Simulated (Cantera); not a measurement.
Feed: 1 mol SiHCl3, 0.52 mol HCl, 24 mol H2, held at 1400 °C and 63.0 Torr.

Method: chemical equilibrium by Gibbs-energy minimisation in Cantera with the NASA 1993 tables (ideal gas, pure condensed phases). Candidate condensed phases: Si; 19 gas species. The tables' values for SiCl3, SiCl are old estimates; treat these amounts as uncertain. Rates play no part.

Base state: H2 0.894, HCl 0.0796, SiCl2 0.0255, SiCl3 0.000574, H 0.000372, SiHCl3 5.43e-5, SiCl4 2.69e-5, Cl 2.59e-5 (mole fractions); condensed: Si(s).

What changes in the equilibrium state with this change: temperature from 1400 °C to 1125 °C?


```
species       before    after
----------  --------  -------
H2             0.894    0.897
HCl           0.0796   0.0779
SiCl2         0.0255   0.0199
SiCl3       0.000574  0.00240
SiCl         2.37e-5  4.11e-7
SiCl4        2.69e-5  0.00123
H           0.000372  1.55e-5
Si(s), mol     0.304    0.347
```
The tables' values for SiCl3 are old estimates; treat these amounts as uncertain.

What changes in the equilibrium state with this change: temperature from 1400 °C to 1050 °C?


```csv
species,before,after
H2,0.894,0.903
HCl,0.0796,0.0721
SiCl2,0.0255,0.0157
SiCl,2.37e-5,9.37e-8
SiCl4,2.69e-5,0.00345
"Si(s), mol",0.304,0.349
```
The tables' values for SiCl3 are old estimates; treat these amounts as uncertain.

What changes in the equilibrium state with this change: temperature from 1400 °C to 725 °C?


| species | before | after |
|---|---|---|
| H2 | 0.894 | 0.952 |
| SiCl4 | 2.69e-5 | 0.0223 |
| HCl | 0.0796 | 0.0148 |
| SiCl2 | 0.0255 | 0.000390 |
| H | 0.000372 | 7.24e-9 |
| Cl | 2.59e-5 | <1e-9 |
| SiCl | 2.37e-5 | <1e-9 |
| SiHCl3 | 5.43e-5 | 0.00992 |
| Si(s), mol | 0.304 | 0.136 |
The tables' values for SiCl3 are old estimates; treat these amounts as uncertain.
